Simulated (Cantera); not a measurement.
# Adiabatic ignition

An adiabatic, constant-volume homogeneous reactor starts with 14.1 % CO, 2.26 % H2, 8.28 % O2, 75.3 % N2, equivalence ratio 0.99, at 1075 K and 5.00 bar.

Model: GRI-Mech 3.0 (53 species, 325 reactions), integrated in Cantera. The hydrogen kinetics of GRI-Mech 3.0 are dated; newer H2 mechanisms differ, most at raised pressure.

```csv
t (s),T (K),P (bar),x CO,x H2,x O2,x HO2,x NO2,x H
4.00e-6,1075,5.00,0.141,0.0226,0.0828,1.23e-9,<1e-12,4.66e-10
1.24e-5,1075,5.00,0.141,0.0226,0.0828,9.62e-9,<1e-12,1.17e-9
3.83e-5,1075,5.00,0.141,0.0226,0.0828,5.97e-8,<1e-12,2.98e-9
0.000119,1075,5.00,0.141,0.0226,0.0828,6.25e-7,<1e-12,2.19e-8
0.000367,1078,5.01,0.141,0.0224,0.0826,5.47e-5,<1e-12,2.41e-6
0.00114,2484,10.7,0.0166,0.000456,0.00857,1.12e-6,3.59e-7,0.000166
0.00352,2484,10.7,0.0162,0.000447,0.00765,9.93e-7,1.19e-6,0.000152
0.0109,2478,10.7,0.0164,0.000455,0.00698,9.13e-7,2.02e-6,0.000150
0.0337,2477,10.7,0.0165,0.000457,0.00685,8.97e-7,2.18e-6,0.000150
0.104,2477,10.7,0.0165,0.000457,0.00685,8.97e-7,2.18e-6,0.000150
0.323,2477,10.7,0.0165,0.000457,0.00685,8.97e-7,2.18e-6,0.000150
1.00,2477,10.7,0.0165,0.000457,0.00685,8.97e-7,2.18e-6,0.000150
```
x: mole fraction; the columns are a selection and need not sum to one.

```
Item                                                                   Value
---------------------------------  -----------------------------------------
time of steepest temperature rise                                   0.680 ms
temperature at 1.00 s                                                 2477 K
equilibrium temperature                                               2477 K
x(CO) at 1.00 s                        0.0165 (gas-phase equilibrium 0.0165)
x(H2) at 1.00 s                    0.000457 (gas-phase equilibrium 0.000457)
x(O2) at 1.00 s                      0.00685 (gas-phase equilibrium 0.00685)
```
